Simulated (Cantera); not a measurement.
Input: 1 mol FeS2, 0.19 mol SO3, 0.16 mol O2, held at 10000 Pa.

These are equilibrium values from Cantera (NASA tables, ideal gas, pure condensed phases), not measurements of a reactor. Candidate condensed phases: Fe, FeO, FeS, FeSO4, FeS2, Fe2O3, Fe2(SO4)3, Fe3O4, S; 12 gas species. FeS: taken at fixed stoichiometry. Gases not in the tables: S3 to S7. The numbers say what is thermodynamically allowed, not how fast it happens.

Problem. Which condensed phases are stable at each of these points (T (°C)): 752, 852, 952, 1052, 1152, 1252, 1352?

Solution. 
```
T (°C)  condensed phases  Fe condensed (%)
------  ----------------  ----------------
752               FeS(s)             100.0
852               FeS(s)             100.0
952               FeS(s)             100.0
1052              FeS(s)             100.0
1152              FeS(s)             100.0
1252              FeS(l)             100.0
1352              FeS(l)             100.0
```

From 752 °C to 1152 °C the condensed part is FeS(s). From 1252 °C to 1352 °C the condensed part is FeS(l).
